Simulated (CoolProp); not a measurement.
Saturated liquid density (kg/m³) of C3F8 (R218): the reference equation beside estimates from Tc = 345.0 K, pc = 2640 kPa, ω = 0.317. Rackett uses Z = 0.29056 − 0.08775 ω.

Values from CoolProp's reference Helmholtz-energy equation of state, Lemmon 2006. It is a short technical equation, of lower accuracy than the large ones.

```json
[
 {"T (K)": "252.7", "reference": "1545", "Rackett": "1648", "van der Waals": "958.9", "Redlich-Kwong": "1381", "Soave-Redlich-Kwong": "1457", "Peng-Robinson": "1651"},
 {"T (K)": "256.6", "reference": "1529", "Rackett": "1630", "van der Waals": "948.4", "Redlich-Kwong": "1362", "Soave-Redlich-Kwong": "1439", "Peng-Robinson": "1631"},
 {"T (K)": "260.4", "reference": "1513", "Rackett": "1611", "van der Waals": "937.9", "Redlich-Kwong": "1343", "Soave-Redlich-Kwong": "1420", "Peng-Robinson": "1610"},
 {"T (K)": "264.3", "reference": "1495", "Rackett": "1592", "van der Waals": "926.9", "Redlich-Kwong": "1323", "Soave-Redlich-Kwong": "1401", "Peng-Robinson": "1589"},
 {"T (K)": "268.1", "reference": "1478", "Rackett": "1573", "van der Waals": "915.8", "Redlich-Kwong": "1303", "Soave-Redlich-Kwong": "1381", "Peng-Robinson": "1567"},
 {"T (K)": "271.9", "reference": "1461", "Rackett": "1553", "van der Waals": "904.5", "Redlich-Kwong": "1283", "Soave-Redlich-Kwong": "1361", "Peng-Robinson": "1544"},
 {"T (K)": "275.8", "reference": "1442", "Rackett": "1533", "van der Waals": "892.5", "Redlich-Kwong": "1261", "Soave-Redlich-Kwong": "1339", "Peng-Robinson": "1520"},
 {"T (K)": "279.6", "reference": "1423", "Rackett": "1512", "van der Waals": "880.5", "Redlich-Kwong": "1240", "Soave-Redlich-Kwong": "1318", "Peng-Robinson": "1495"},
 {"T (K)": "283.5", "reference": "1404", "Rackett": "1491", "van der Waals": "867.8", "Redlich-Kwong": "1217", "Soave-Redlich-Kwong": "1294", "Peng-Robinson": "1469"},
 {"T (K)": "287.3", "reference": "1384", "Rackett": "1469", "van der Waals": "855.0", "Redlich-Kwong": "1194", "Soave-Redlich-Kwong": "1270", "Peng-Robinson": "1442"},
 {"T (K)": "291.2", "reference": "1363", "Rackett": "1446", "van der Waals": "841.3", "Redlich-Kwong": "1169", "Soave-Redlich-Kwong": "1245", "Peng-Robinson": "1413"},
 {"T (K)": "295", "reference": "1342", "Rackett": "1422", "van der Waals": "827.6", "Redlich-Kwong": "1144", "Soave-Redlich-Kwong": "1219", "Peng-Robinson": "1384"},
 {"T (K)": "298.8", "reference": "1320", "Rackett": "1398", "van der Waals": "813.2", "Redlich-Kwong": "1119", "Soave-Redlich-Kwong": "1192", "Peng-Robinson": "1353"},
 {"T (K)": "302.7", "reference": "1296", "Rackett": "1372", "van der Waals": "797.9", "Redlich-Kwong": "1091", "Soave-Redlich-Kwong": "1163", "Peng-Robinson": "1319"},
 {"T (K)": "306.5", "reference": "1271", "Rackett": "1346", "van der Waals": "782.2", "Redlich-Kwong": "1063", "Soave-Redlich-Kwong": "1133", "Peng-Robinson": "1284"}
]
```

Absolute difference from the reference over all 15 rows, mean and median: Rackett 6.2 and 6.3 %, van der Waals 38.2 and 38.1 %, Redlich-Kwong 13.1 and 12.9 %, Soave-Redlich-Kwong 7.8 and 7.4 %, Peng-Robinson 4.6 and 5.1 %.
